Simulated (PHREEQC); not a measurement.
A made-up water analysis in mg/kgw, 25 °C, pH 1.89, pe 8.4:

| constituent | mg/kgw |
|---|---|
| Na | 1370 |
| K | 885 |
| Ca | 93.3 |
| Mg | 143 |
| Cl | 149 |
| S(6) as SO4 | 5830 |
| Si as SiO2 | 56.2 |
| Cu(2) | 0.943 |

Cl is adjusted to close the charge balance.
Valence states are taken as typed.

All values are PHREEQC results (ion-association model, phreeqc.dat), not measurements.

Each row changes one thing in this solution. Precipitation was switched off in this run.

```
case                                               ionic strength (mol/kgw)  SO4-2 (mol/kgw)  K+ (mol/kgw)  HSO4- (mol/kgw)  Mg+2 (mol/kgw)  MgSO4 (mol/kgw)  SI of SiO2(a) (SiO2)  SI of Gypsum (CaSO4:2H2O)
-------------------------------------------------  ------------------------  ---------------  ------------  ---------------  --------------  ---------------  --------------------  -------------------------
as made                                                               0.140           0.0337        0.0210           0.0184         0.00302          0.00286                 -0.30                      -0.70
Si from 56.2 to 112 mg/kgw                                            0.140           0.0337        0.0210           0.0184         0.00302          0.00286                 -0.00                      -0.70
K from 885 to 1770 mg/kgw                                             0.162           0.0335        0.0423           0.0175         0.00316          0.00272                 -0.30                      -0.73
temperature from 25 to 45 °C at the same typed pH                     0.134           0.0278    (withheld)       (withheld)         0.00265       (withheld)                 -0.46                      -0.77
```

Task: Fill in the missing entries.

Result: 
- temperature from 25 to 45 °C at the same typed pH, K+ (mol/kgw): 0.0209
- temperature from 25 to 45 °C at the same typed pH, HSO4- (mol/kgw): 0.0240
- temperature from 25 to 45 °C at the same typed pH, MgSO4 (mol/kgw): 0.00323

Some of these states are supersaturated (in Quartz (slow to form), Chalcedony (slow to form), for instance). Constants without temperature data keep their 25 °C values here.
